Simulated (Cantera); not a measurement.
Input (Python, Cantera):

```python
import numpy as np
import cantera as ct

gas = ct.Solution("h2o2.yaml")
gas.TPX = 348, 390000, {'H2': 1, 'O2': 0.833, 'N2': 3.13, 'H2O': 0.017}
flame = ct.FreeFlame(gas, width=0.015)
flame.set_refine_criteria(ratio=3, slope=0.08, curve=0.16)
flame.transport_model = "mixture-averaged"
flame.solve(loglevel=0, auto=True)
z, T = flame.grid, flame.T
thick = (T[-1] - T[0]) / np.gradient(T, z).max()
show = ['H2', 'O2', 'H2O', 'H', 'H2O2', 'OH']
print(f"laminar burning velocity  {flame.velocity[0] * 100:.3f} cm/s")
print(f"burnt temperature         {T[-1]:.1f} K")
print(f"thermal thickness         {thick * 1e3:.4f} mm")
print(f"grid points               {len(z)}")
z0 = z[flame.heat_release_rate.argmax()]
print(f"{'z/mm':>9s}{'T/K':>9s}{'u/(m/s)':>9s}" + "".join(f"{s:>11s}" for s in show))
rows = []
for k in (-3, -2, -1.5, -1, -0.5, -0.25, 0, 0.25, 0.5, 1, 2, 4, 8):
    zz = z0 + k * thick
    rows.append([k * thick, np.interp(zz, z, T), np.interp(zz, z, flame.velocity),
                 *(np.interp(zz, z, flame.X[gas.species_index(s)]) for s in show)])
    print(f"{rows[-1][0] * 1e3:9.3f}{rows[-1][1]:9.1f}{rows[-1][2]:9.3f}" + "".join(f"{x:11.3e}" for x in rows[-1][3:]))
```

Output:

```
laminar burning velocity  56.864 cm/s
burnt temperature         1826.8 K
thermal thickness         0.1056 mm
grid points               111
     z/mm      T/K  u/(m/s)         H2         O2        H2O          H       H2O2         OH
   -0.317    348.3    0.567  1.983e-01  1.678e-01  3.436e-03  1.658e-15  2.462e-08  1.711e-13
   -0.211    351.0    0.567  1.902e-01  1.694e-01  3.663e-03  4.780e-14  5.685e-07  6.843e-12
   -0.158    358.5    0.572  1.791e-01  1.715e-01  4.414e-03  6.148e-13  2.852e-06  9.113e-11
   -0.106    400.2    0.621  1.520e-01  1.751e-01  9.843e-03  4.894e-11  2.305e-05  4.017e-09
   -0.053    667.2    0.994  9.617e-02  1.672e-01  5.014e-02  4.015e-06  1.579e-04  9.438e-06
   -0.026    998.6    1.471  6.214e-02  1.459e-01  9.852e-02  2.994e-04  1.562e-04  2.959e-04
    0.000   1336.6    1.963  3.202e-02  1.167e-01  1.516e-01  1.580e-03  2.786e-05  1.527e-03
    0.026   1552.7    2.282  1.373e-02  9.470e-02  1.864e-01  2.173e-03  4.783e-06  3.557e-03
    0.053   1666.3    2.449  6.278e-03  8.498e-02  2.018e-01  1.627e-03  2.888e-06  4.683e-03
    0.106   1760.5    2.584  2.179e-03  8.017e-02  2.117e-01  5.860e-04  1.580e-06  4.359e-03
    0.211   1806.8    2.648  6.212e-04  7.937e-02  2.162e-01  9.762e-05  7.361e-07  2.696e-03
    0.423   1821.9    2.669  1.441e-04  7.949e-02  2.178e-01  1.175e-05  3.045e-07  1.405e-03
    0.845   1825.8    2.674  4.631e-05  7.962e-02  2.183e-01  2.459e-06  1.587e-07  8.503e-04
```

Model: the H2/O2 subset of GRI-Mech 3.0, which has no nitrogen chemistry, integrated in Cantera. The hydrogen kinetics of GRI-Mech 3.0 are dated; newer H2 mechanisms differ, most at raised pressure. Burning velocities carry a grid error of a few per cent, more on coarse grids. Lean hydrogen flames are cellular in practice and burn faster than this planar one.
